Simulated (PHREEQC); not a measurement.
Make-up at 25 °C: 0.035 mol/kgw CuSO4, 0.000185 mol/kgw (CH3)4NF and 0.0006 mol/kgw KHCO3. Closed to the air; pH follows from the charge balance.

Equilibrium calculation in PHREEQC: ion-association model, wateq4f.dat.

```
Quantity                   Value
----------------  --------------
pH                          5.19
ionic strength    0.0832 mol/kgw
total alkalinity    0.600 meq/kg
```

```tsv
species	molality	activity	log γ
SO4-2	0.0208	0.00825	-0.403
Cu+2	0.0203	0.00855	-0.375
CuSO4	0.0141	0.0144	0.008
K+	0.000568	0.000442	-0.109
CO2	0.000403	0.000411	0.008
Cu2(OH)2+2	0.000192	7.56e-5	-0.406
(CH3)4N+	0.000185	0.000145	-0.107
F-	0.000160	0.000124	-0.110
```

Precipitation was switched off in this run. Examples of supersaturated solids here: Antlerite, Brochantite. Others may be too. (CH3)4N+ isn't in the database: it is added as a free cation with an ion size of 4 Å.
